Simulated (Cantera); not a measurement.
An isothermal, constant-pressure homogeneous reactor starts with H₂ : O₂ : N₂ = 0.92 : 1 : 4.5 (molar parts), at 975 K and 0.00681 atm.

Model: the H2/O2 subset of GRI-Mech 3.0, which has no nitrogen chemistry, integrated in Cantera. Radical loss at walls, strong at low pressure, is not modelled. The temperature is held fixed by assumption; the heat of reaction is taken as removed at once.

x: mole fraction; the columns are a selection and need not sum to one.

```tsv
t (s)	x H₂	x O₂	x H₂O₂	x O	x H	x H₂O
0.000100	0.143	0.156	<1e-12	<1e-12	5.47e-12	<1e-12
0.000242	0.143	0.156	<1e-12	<1e-12	1.33e-11	<1e-12
0.000585	0.143	0.156	<1e-12	3.47e-12	3.42e-11	5.18e-12
0.00141	0.143	0.156	<1e-12	1.64e-11	1.09e-10	4.72e-11
0.00342	0.143	0.156	<1e-12	1.15e-10	6.59e-10	5.88e-10
0.00827	0.143	0.156	1.20e-12	4.57e-9	2.54e-8	2.97e-8
0.0200	0.143	0.156	6.62e-10	2.61e-5	0.000146	0.000174
0.0484	0.00951	0.0991	(withheld)	0.0132	0.0648	0.102
0.117	0.00676	0.0951	(withheld)	0.00769	0.0327	0.126
0.283	0.00265	0.0914	(withheld)	0.00254	0.00681	0.147
0.684	0.000404	0.0906	(withheld)	0.000359	0.000354	0.154
1.65	3.91e-5	0.0906	(withheld)	3.35e-5	9.91e-6	0.154
4.00	5.25e-6	0.0906	(withheld)	4.68e-6	5.17e-7	0.154
```

Complete the blanks.


- 0.0484, x H₂O₂: 1.85e-8
- 0.117, x H₂O₂: 2.63e-8
- 0.283, x H₂O₂: 4.41e-8
- 0.684, x H₂O₂: 6.67e-8
- 1.65, x H₂O₂: 4.55e-8
- 4.00, x H₂O₂: 1.91e-8
